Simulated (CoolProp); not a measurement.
Vapour-liquid equilibrium of CHF3 (R23) (1) + C2F6 (R116) (2) at -53.55 °C; x and y are mole fractions of (1).

The numbers come from the multi-fluid Helmholtz-energy mixture model, Penoncello 2003 and Lemmon 2006; pair parameters Bell 2016 in CoolProp.

```csv
x,"bubble pressure, mixture model (MPa)","bubble pressure, Raoult's law (MPa)","y, mixture model","y, Raoult's law"
0.05,0.3692,0.3254,0.158,0.064
0.125,0.4221,0.3324,0.299,0.155
0.2,0.4580,0.3393,0.386,0.244
0.275,[?],0.3462,0.446,0.328
0.35,0.4982,0.3532,0.491,0.410
0.425,[?],0.3601,[?],0.488
0.5,[?],0.3671,0.559,0.563
0.575,0.5175,0.3740,0.590,0.635
0.65,0.5170,0.3809,0.623,0.705
0.725,[?],0.3879,0.661,0.773
0.8,0.5019,0.3948,0.710,0.837
0.875,[?],0.4018,0.780,0.900
0.95,0.4483,0.4087,0.887,0.961
```

Question: What belongs in the gaps?

Answer: 
- 0.275, bubble pressure, mixture model (MPa): 0.4822
- 0.425, bubble pressure, mixture model (MPa): 0.5086
- 0.425, y, mixture model: 0.527
- 0.5, bubble pressure, mixture model (MPa): 0.5147
- 0.725, bubble pressure, mixture model (MPa): 0.5123
- 0.875, bubble pressure, mixture model (MPa): 0.4824

The largest gap from Raoult's law is +41.2 % in bubble pressure, at x = 0.425. y crosses x between x = 0.575 and 0.65: the model has an azeotrope there.

The pair parameters rest on a limited set of measurements; away from them the model extrapolates.
